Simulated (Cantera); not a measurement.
Feed: 1 mol C6H6, 0.016 mol O2, 0.67 mol N2, equilibrated at 2423.15 K and 0.00100 bar.

Method: chemical equilibrium by Gibbs-energy minimisation in Cantera with the NASA 1993 tables (ideal gas, pure condensed phases). Candidate condensed phases: C, C6H6, C7H8, C8H18, H2O; 136 gas species. The numbers say what is thermodynamically allowed, not how fast it happens.

Base state: H2 0.455, H 0.379, N2 0.138, HCN 0.0146, CO 0.00700, C2H2 (acetylene) 0.00353, HNC 0.00156, CN 0.000627 (mole fractions); condensed: C(graphite).

Problem. What changes in the equilibrium state with this change: pressure from 0.00100 bar to 0.000330 bar?

Solution. 
| species | before | after |
|---|---|---|
| H | 0.379 | 0.543 |
| H2 | 0.455 | 0.309 |
| N2 | 0.138 | 0.125 |
| HCN | 0.0146 | 0.0114 |
| C3 | 0.000145 | 0.000438 |
| C2 | 1.31e-5 | 3.98e-5 |
| C | 5.59e-5 | 0.000170 |
| C(graphite), mol | 5.85 | 5.86 |

Problem. What changes in the equilibrium state with this change: temperature from 2423.15 K to 2250 K?

Solution. 
| species | before | after |
|---|---|---|
| H2 | 0.455 | 0.633 |
| H | 0.379 | 0.187 |
| N2 | 0.138 | 0.158 |
| HCN | 0.0146 | 0.0112 |
| C2 | 1.31e-5 | 5.72e-7 |
| C3 | 0.000145 | 6.50e-6 |
| C | 5.59e-5 | 3.64e-6 |
| C2H | 0.000178 | 2.48e-5 |
| CN | 0.000627 | 0.000129 |
| C(graphite), mol | 5.85 | 5.90 |

Problem. What changes in the equilibrium state with this change: pressure from 0.00100 bar to 1.00 bar?

Solution. 
```csv
species,before,after
H2,0.455,0.778
N2,0.138,0.168
HCN,0.0146,0.0210
H,0.379,0.0157
CH4,3.54e-8,0.000103
C,5.59e-5,5.59e-8
C2,1.31e-5,1.31e-8
"C(graphite), mol",5.85,5.84
```
